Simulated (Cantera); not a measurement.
Input (Python, Cantera):

```python
import numpy as np
import cantera as ct

gas = ct.Solution("gri30.yaml")
gas.TPX = 1425, 130, {'H2': 0.062, 'O2': 0.7}
reactor = ct.IdealGasConstPressureReactor(gas, energy="off", clone=False)
net = ct.ReactorNet([reactor])
net.rtol, net.atol = 1e-08, 1e-18
show = ['H2', 'O2', 'H2O2', 'HO2', 'O', 'H', 'OH']
times = np.geomspace(5e-05, 5, 14)

steps = ct.SolutionArray(gas, extra=["t"])
rows = []
print(f"{'t/s':>10s}{'T/K':>9s}{'P/Pa':>11s}" + "".join(f"{s:>11s}" for s in show))
for t in times:
    while net.time < t:
        t_next = net.step()
        steps.append(gas.state, t=t_next)
    rows.append([np.interp(t, steps.t, y) for y in (steps.T, steps.P, *steps(*show).X.T)])
    print(f"{t:10.3e}{rows[-1][0]:9.1f}{rows[-1][1]:11.4g}" + "".join(f"{x:11.3e}" for x in rows[-1][2:]))
rate = np.gradient(steps.T, steps.t)
print("integrator steps:", len(steps.t))
if steps.T.max() > steps.T[0] + 200:
    print(f"time of steepest temperature rise: {steps.t[rate.argmax()]:.4e} s")
gas.TPX = 1425, 130, {'H2': 0.062, 'O2': 0.7}
gas.equilibrate("TP")
print(f"equilibrium (TP): T = {gas.T:.1f} K  " + "  ".join(f"{s} {gas[s].X[0]:.3e}" for s in show))
```

Result:

```
       t/s      T/K       P/Pa         H2         O2       H2O2        HO2          O          H         OH
 5.000e-05   1425.0        130  8.136e-02  9.186e-01  1.031e-12  1.197e-08  1.356e-09  1.069e-08  1.337e-09
 1.212e-04   1425.0        130  8.136e-02  9.186e-01  6.033e-12  2.902e-08  7.062e-09  2.294e-08  6.834e-09
 2.939e-04   1425.0        130  8.136e-02  9.186e-01  3.519e-11  7.032e-08  3.367e-08  4.803e-08  3.129e-08
 7.126e-04   1425.0        130  8.136e-02  9.186e-01  2.032e-10  1.703e-07  1.639e-07  1.302e-07  1.433e-07
 1.728e-03   1425.0        130  8.136e-02  9.186e-01  1.143e-09  4.118e-07  1.413e-06  8.766e-07  1.187e-06
 4.188e-03   1425.0        130  8.112e-02  9.185e-01  5.843e-09  9.451e-07  1.075e-04  6.411e-05  8.951e-05
 1.015e-02   1425.0        130  5.452e-03  8.581e-01  1.151e-08  2.830e-07  4.671e-02  1.535e-02  1.227e-02
 2.462e-02   1425.0        130  2.064e-03  8.528e-01  7.939e-09  2.640e-07  5.451e-02  1.318e-02  9.498e-03
 5.969e-02   1425.0        130  2.053e-03  8.532e-01  7.937e-09  2.638e-07  5.417e-02  1.306e-02  9.475e-03
 1.447e-01   1425.0        130  2.027e-03  8.541e-01  7.933e-09  2.633e-07  5.335e-02  1.278e-02  9.421e-03
 3.509e-01   1425.0        130  1.966e-03  8.563e-01  7.919e-09  2.620e-07  5.143e-02  1.212e-02  9.290e-03
 8.506e-01   1425.0        130  1.825e-03  8.612e-01  7.869e-09  2.585e-07  4.712e-02  1.066e-02  8.976e-03
 2.062e+00   1425.0        130  1.523e-03  8.711e-01  7.669e-09  2.484e-07  3.834e-02  7.882e-03  8.247e-03
 5.000e+00   1425.0        130  1.000e-03  8.870e-01  6.943e-09  2.194e-07  2.427e-02  4.005e-03  6.743e-03
integrator steps: 611
equilibrium (TP): T = 1425.0 K  H2 1.627e-06  O2 9.150e-01  H2O2 3.843e-10  HO2 5.822e-08  O 3.705e-05  H 2.430e-07  OH 2.763e-04
```

Cantera simulation using GRI-Mech 3.0 (53 species, 325 reactions); the numbers are that mechanism's predictions, not measurements. Radical loss at walls, strong at low pressure, is not modelled. The temperature is held fixed by assumption; the heat of reaction is taken as removed at once.
